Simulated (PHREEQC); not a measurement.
NaHCO3 is added in steps, without added water, to 1 kg of water holding 4.4 mmol/kgw NH4HS, 8.2 mmol/kgw HCl and 2.4 mmol/kgw MnCl2, at 65 °C. No oxygen is let in. The system is closed to CO2. Solids allowed: Rhodochrosite, Pyrochroite, MnS(Green), Halite, Nahcolite, Natron. Others were left out.

Base run: PHREEQC, ion-association model, wateq4f.dat. Each further column changes one thing. The table gives HCO3- (mol/kgw).

```json
[
 {"NaHCO3 added (mol)": "0", "base": "0", "MnCl2 from 0.0024 to 0.0012 mol/kgw": "0", "HCl from 0.0082 to 0.00082 mol/kgw": "0", "MnCl2 left out": "0", "no solid may form": "0"},
 {"NaHCO3 added (mol)": "0.000975", "base": "2.22e-7", "MnCl2 from 0.0024 to 0.0012 mol/kgw": "2.17e-7", "HCl from 0.0082 to 0.00082 mol/kgw": "1.91e-5", "MnCl2 left out": "2.10e-7", "no solid may form": "2.22e-7"},
 {"NaHCO3 added (mol)": "0.002275", "base": "9.59e-7", "MnCl2 from 0.0024 to 0.0012 mol/kgw": "9.36e-7", "HCl from 0.0082 to 0.00082 mol/kgw": "0.000147", "MnCl2 left out": "9.08e-7", "no solid may form": "9.59e-7"},
 {"NaHCO3 added (mol)": "0.00325", "base": "3.75e-6", "MnCl2 from 0.0024 to 0.0012 mol/kgw": "3.67e-6", "HCl from 0.0082 to 0.00082 mol/kgw": "0.000524", "MnCl2 left out": "3.56e-6", "no solid may form": "3.75e-6"},
 {"NaHCO3 added (mol)": "0.004225", "base": "0.000257", "MnCl2 from 0.0024 to 0.0012 mol/kgw": "0.000267", "HCl from 0.0082 to 0.00082 mol/kgw": "0.00112", "MnCl2 left out": "0.000278", "no solid may form": "0.000257"},
 {"NaHCO3 added (mol)": "0.005525", "base": "0.000455", "MnCl2 from 0.0024 to 0.0012 mol/kgw": "0.000661", "HCl from 0.0082 to 0.00082 mol/kgw": "0.00207", "MnCl2 left out": "0.00118", "no solid may form": "0.00108"},
 {"NaHCO3 added (mol)": "0.0065", "base": "0.000544", "MnCl2 from 0.0024 to 0.0012 mol/kgw": "0.000897", "HCl from 0.0082 to 0.00082 mol/kgw": "0.00284", "MnCl2 left out": "0.00191", "no solid may form": "0.00175"}
]
```

The polysulfide entries of wateq4f.dat were taken out for this run. At this temperature some constants are extrapolated from 25 °C, and those without enthalpy data are left unchanged. In at least one series the solution becomes supersaturated in solids that the run did not let form, among them Rhodochrosite. Solids allowed in the column 'MnCl2 left out': Halite, Nahcolite, Natron.
